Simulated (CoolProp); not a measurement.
Propylene at several states: fugacity coefficient from the reference equation and from simpler models built on Tc = 364.2 K, pc = 4.555 MPa, ω = 0.146; each cubic takes its own stable root.

Model: reference Helmholtz-energy equation of state, Lemmon 2013, in CoolProp.

| T (K) | p (MPa) | phase | reference |
|---|---|---|---|
| 237.5 | 0.0181 | gas | 0.9948 |
| 450.8 | 0.018 | gas | 0.9993 |
| 259.4 | 0.0256 | gas | 0.9944 |
| 406.2 | 3.06 | gas | 0.8430 |
| 136.2 | 0.0122 | liquid | 0.005641 |

How far does each simpler model (van der Waals, Soave-Redlich-Kwong, Peng-Robinson) lie from the reference over these 5 states: mean and median of the absolute difference, and the worst?


- van der Waals: mean 3500.2 %, median 0.2 %, worst +17499.7 % at 136.2 K and 0.0122 MPa
- Soave-Redlich-Kwong: mean 0.3 %, median 0.1 %, worst +0.9 % at 136.2 K and 0.0122 MPa
- Peng-Robinson: mean 5.3 %, median 0.0 %, worst +24.6 % at 136.2 K and 0.0122 MPa

At some of these states van der Waals gives the other phase, because its saturation line lies elsewhere.
